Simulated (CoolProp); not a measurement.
Vapour-liquid equilibrium of n-octane (1) + ethylbenzene (2) at 84.85 °C; x and y are mole fractions of (1).

Model: multi-fluid Helmholtz-energy mixture model, Beckmüller 2019 and Zhou 2012; pair parameters Bell 2016, in CoolProp.

Problem. Give the bubble pressure and the first vapour's composition at x = 0.15, 0.45, 0.85. Is there an azeotrope?

Solution. x = 0.15: 0.2235 bar, y = 0.228; x = 0.45: 0.2537 bar, y = 0.536; x = 0.85: 0.2754 bar, y = 0.866. No azeotrope shows between x = 0.05 and 0.95.

Pair parameters are fitted to limited data, so mixtures are less certain than the pure fluids.
